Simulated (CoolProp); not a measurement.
Saturation properties of water.

The numbers come from the reference Helmholtz-energy equation of state, Wagner 2002 in CoolProp.

| T (°C) | p (MPa) | enthalpy of vaporisation (kJ/kg) | liquid cp (kJ/(kg K)) |
|---|---|---|---|
| 173.85 | 0.8687 | 2036 | 4.382 |
| 183.35 | 1.082 | 2002 | 4.419 |
| 192.85 | 1.336 | 1967 | 4.461 |
| 202.35 | 1.633 | 1930 | 4.508 |
| 211.95 | 1.983 | 1892 | 4.563 |
| 221.45 | 2.385 | 1851 | 4.625 |
| 230.95 | 2.846 | 1808 | 4.695 |
| 240.45 | 3.373 | 1763 | 4.776 |
| 249.95 | 3.973 | 1715 | 4.870 |
| 259.45 | 4.650 | 1665 | 4.979 |

It boils at 100.0 °C under 1 atm.
